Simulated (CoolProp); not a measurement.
Vapour-liquid equilibrium of n-butane (1) + cis-2-butene (2) at 207.2 K; x and y are mole fractions of (1).

Model: multi-fluid Helmholtz-energy mixture model, Bücker 2006 and Lemmon 2005; pair parameters Bell 2016, in CoolProp.

| x | bubble pressure, mixture model (MPa) | bubble pressure, Raoult's law (MPa) | y, mixture model | y, Raoult's law |
|---|---|---|---|---|
| 0.05 | [?] | 0.002452 | [?] | 0.068 |
| 0.2 | [?] | 0.002589 | [?] | 0.256 |
| 0.35 | 0.002832 | 0.002726 | [?] | 0.426 |
| 0.5 | 0.002965 | 0.002862 | 0.575 | 0.580 |
| 0.65 | [?] | 0.002999 | [?] | 0.719 |
| 0.8 | [?] | 0.003136 | 0.835 | 0.847 |
| 0.95 | 0.003287 | 0.003273 | 0.959 | 0.963 |

Q: Complete the blanks.

A: 
- 0.05, bubble pressure, mixture model (MPa): 0.002482
- 0.05, y, mixture model: 0.078
- 0.2, bubble pressure, mixture model (MPa): 0.002675
- 0.2, y, mixture model: 0.274
- 0.35, y, mixture model: 0.433
- 0.65, bubble pressure, mixture model (MPa): 0.003082
- 0.65, y, mixture model: 0.707
- 0.8, bubble pressure, mixture model (MPa): 0.003188

The largest gap from Raoult's law is +3.9 % in bubble pressure, at x = 0.35. No azeotrope shows between x = 0.05 and 0.95.

The pair parameters rest on a limited set of measurements; away from them the model extrapolates.
